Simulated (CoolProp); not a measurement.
Cyclopropane along the isotherm 185.15 °C: density (kg/m³) from the reference equation and from simpler models built on Tc = 125.5 °C, pc = 56.05 bar, ω = 0.131; each cubic takes its own stable root.

The numbers come from the reference Helmholtz-energy equation of state, Polt 1992 in CoolProp. This equation is an older, rougher fit; its heat capacities, sound speeds and derivatives of the liquid may be far off and weren't checked against measurements.

```tsv
p (bar)	phase	reference	van der Waals	Redlich-Kwong	Soave-Redlich-Kwong	Peng-Robinson
18.7	gas	22.41	22.31	22.40	22.32	22.58
37.3	gas	49.09	48.94	49.18	48.70	49.87
56	gas	82.55	83.40	83.02	81.34	84.38
74.7	supercritical	126.7	133.5	127.9	123.0	129.2
93.3	supercritical	186.7	203.2	186.2	174.8	185.3
112	supercritical	255.5	250.5	244.7	228.7	244.3
131	supercritical	310.2	277.9	288.8	273.0	293.8
149	supercritical	345.8	295.8	319.3	304.8	329.8
168	supercritical	372.9	310.3	344.2	331.0	359.8
187	supercritical	393.6	322.0	364.2	352.2	384.1
205	supercritical	409.5	331.3	380.3	369.1	403.6
224	supercritical	423.7	339.8	394.9	384.6	421.2
243	supercritical	435.8	347.2	407.8	398.1	436.7
261	supercritical	446.0	353.5	418.7	409.6	449.8
280	supercritical	455.6	359.5	429.2	420.5	462.3
```
